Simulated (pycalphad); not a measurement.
An equivalent pycalphad script:

```python
from pycalphad import Database, equilibrium, calculate, variables as v
import numpy as np
db = Database('COST507.tdb')
comps = ['AL', 'SI', 'MG', 'VA']
phases = ['ALMG_BETA', 'ALMG_EPS', 'ALMG_GAMMA', 'DIAMOND_A4', 'FCC_A1', 'HCP_A3', 'LIQUID', 'MG2SI']
eq = equilibrium(db, comps, phases, {v.X('SI'): 0.1318, v.X('MG'): 0.0555, v.T: np.arange(1650, 349, -40), v.P: 101325, v.N: 1}, output=['HM', 'SM'])
```

Computed with pycalphad from the COST 507 light-alloy database (1999), at 1 atm. No gas phase is included, though pure Mg would boil below 1377 °C. These are 1990s assessments: newer ones move some temperatures and phases. Phase fractions are per mole of atoms. Diffusion is slow at the low end, where real alloys seldom reach equilibrium.

Results at three of the temperatures:

```
T = 850.00 K, P = 101325 Pa, N = 1 mol of atoms
G = -33990 J/mol, H = 28661 J/mol, S = 73.71 J/(mol K)  (SER reference)
chemical potentials (J/mol): Al -33387, Si -24457, Mg -65467
phase             fraction      x(Al)      x(Si)      x(Mg)
LIQUID              1.0000     0.8127     0.1318     0.0555
```

```
T = 690.00 K, P = 101325 Pa, N = 1 mol of atoms
G = -25229 J/mol, H = 8650 J/mol, S = 49.10 J/(mol K)  (SER reference)
chemical potentials (J/mol): Al -24393, Si -17103, Mg -56774
phase             fraction      x(Al)      x(Si)      x(Mg)
FCC_A1              0.8168     0.9950     0.0031     0.0019
DIAMOND_A4          0.1023    2.2e-08     1.0000       none
MG2SI               0.0809       none     0.3333     0.6667
```

```
T = 610.00 K, P = 101325 Pa, N = 1 mol of atoms
G = -21445 J/mol, H = 6290 J/mol, S = 45.47 J/(mol K)  (SER reference)
chemical potentials (J/mol): Al -20467, Si -14194, Mg -52993
phase             fraction      x(Al)      x(Si)      x(Mg)
FCC_A1              0.8141     0.9982     0.0010   0.000708
DIAMOND_A4          0.1035   1.66e-09     1.0000       none
MG2SI               0.0824       none     0.3333     0.6667
```

Changes of the phase set, refined by bisection:

| T (°C) | phases above | phases below |
|---|---|---|
| 560.6 | LIQUID | LIQUID + MG2SI |
| 558.1 | LIQUID + MG2SI | DIAMOND_A4 + LIQUID + MG2SI |
| 557.4 | DIAMOND_A4 + LIQUID + MG2SI | DIAMOND_A4 + FCC_A1 + MG2SI |

Database names, with the compositions (at.%) that they take in these runs: MG2SI: Mg 67 Si 33. FCC_A1 is fcc; DIAMOND_A4 is diamond (Si). An entry "none" or "no" means that the model of the phase leaves that element out.
